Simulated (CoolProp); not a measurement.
Saturation properties of normal hydrogen (Tc = -240.0 °C, pc = 1.296 MPa, ω = -0.219).

Model: reference Helmholtz-energy equation of state, Leachman 2009, in CoolProp.

| T (°C) | p (MPa) | liquid density (kg/m³) | vapour Z | surface tension (mN/m) |
|---|---|---|---|---|
| -246.95 | 0.4099 | 62.74 | 0.7646 | 0.929 |
| -246.35 | 0.4602 | 61.67 | 0.7457 | 0.832 |
| -245.75 | 0.5147 | (withheld) | 0.7258 | 0.736 |
| -245.15 | 0.5736 | 59.34 | 0.7046 | 0.642 |
| -244.55 | 0.6371 | 58.04 | 0.6821 | 0.550 |
| -243.95 | 0.7054 | (withheld) | 0.6579 | 0.460 |
| -243.35 | 0.7787 | 55.09 | 0.6317 | 0.374 |
| -242.75 | 0.8574 | 53.36 | 0.6028 | 0.290 |
| -242.15 | 0.9416 | 51.38 | 0.5705 | 0.212 |
| -241.55 | (withheld) | 49.01 | 0.5329 | 0.141 |
| -240.95 | 1.129 | 45.95 | (withheld) | 0.0817 |

### Question
Complete the blanks.

### Answer

- -245.75, liquid density (kg/m³): 60.54
- -243.95, liquid density (kg/m³): 56.64
- -241.55, p (MPa): 1.032
- -240.95, vapour Z: 0.4863

It boils at -252.8 °C under 1 atm.

Surface tension comes from a separate correlation (Mulero 2012).
